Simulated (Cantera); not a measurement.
**Premixed flame**

A freely propagating, adiabatic, planar premixed flame of 24.7 % H2, 15.8 % O2, 59.5 % N2, unburnt at 598 K and 1130 Torr; mixture-averaged transport, grid criteria slope 0.08 and curve 0.16, no radiation.

Detailed kinetics in Cantera: the H2/O2 subset of GRI-Mech 3.0, which has no nitrogen chemistry. Burning velocities carry a grid error of a few per cent, more on coarse grids.

```tsv
z (mm)	T (K)	u (m/s)	x H2	x O2	x H	x H2O	x OH	x HO2
-0.797	598	5.91	0.247	0.158	<1e-8	<1e-8	<1e-8	<1e-8
-0.532	598	5.91	0.247	0.158	<1e-8	<1e-8	<1e-8	<1e-8
-0.399	598	5.91	0.247	0.158	<1e-8	1.26e-8	<1e-8	<1e-8
-0.266	598	5.91	0.247	0.158	1.21e-8	8.76e-7	<1e-8	8.17e-7
-0.133	620	6.07	0.238	0.159	0.000101	0.00106	5.21e-5	0.000292
-0.0665	842	8.02	0.200	0.154	0.00406	0.0226	0.000898	0.000291
0	1263	11.7	0.113	0.118	0.0225	0.103	0.00391	0.000139
0.0665	1567	14.3	0.0464	0.0704	0.0337	0.184	0.0103	7.01e-5
0.133	1725	15.6	0.0290	0.0542	0.0302	0.211	0.0140	4.55e-5
0.266	1888	17.0	0.0236	0.0482	0.0211	0.225	0.0163	3.06e-5
0.532	2042	18.2	0.0189	0.0447	0.0123	0.238	0.0168	1.94e-5
1.06	2171	19.1	0.0132	0.0421	0.00611	0.251	0.0155	1.16e-5
2.13	2266	19.8	0.00792	0.0404	0.00253	0.261	0.0129	7.11e-6
```
x: mole fraction of selected species; z is measured from the peak of heat release.

laminar burning velocity: 591 cm/s
thermal thickness: 0.266 mm
peak x(H): 0.0338
peak x(OH): 0.0169
peak x(HO2): 0.000410
grid points: 124
